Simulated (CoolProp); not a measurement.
Saturation properties of carbon dioxide.

The numbers come from the reference Helmholtz-energy equation of state, Span 1996 in CoolProp.

| T (K) | p (kPa) | vapour density (kg/m³) | liquid cp (kJ/(kg K)) | vapour viscosity (µPa s) |
|---|---|---|---|---|
| 234.3 | 1048 | 27.23 | 2.018 | [?] |
| 238.8 | 1230 | 31.93 | 2.043 | 12.1 |
| 243.3 | 1435 | 37.29 | 2.074 | 12.3 |
| 247.9 | [?] | 43.52 | 2.112 | 12.6 |
| 252.4 | 1924 | 50.45 | 2.157 | [?] |
| 257 | 2214 | 58.53 | 2.213 | 13.2 |
| 261.5 | 2526 | 67.56 | 2.279 | 13.5 |
| 266.1 | 2878 | 78.14 | [?] | [?] |
| 270.6 | [?] | 90.07 | 2.469 | 14.3 |
| 275.2 | 3678 | 104.2 | 2.610 | 14.8 |
| 279.7 | [?] | 120.6 | [?] | 15.3 |
| 284.3 | 4632 | 140.5 | 3.079 | 16.0 |
| 288.8 | 5167 | 164.5 | 3.514 | 16.8 |

Task: Complete the blanks.

Result: 
- 234.3, vapour viscosity (µPa s): 11.8
- 247.9, p (kPa): 1669
- 252.4, vapour viscosity (µPa s): 12.9
- 266.1, liquid cp (kJ/(kg K)): 2.364
- 266.1, vapour viscosity (µPa s): 13.9
- 270.6, p (kPa): 3256
- 279.7, p (kPa): 4129
- 279.7, liquid cp (kJ/(kg K)): 2.799

Viscosity comes from a separate model (Laesecke 2017).
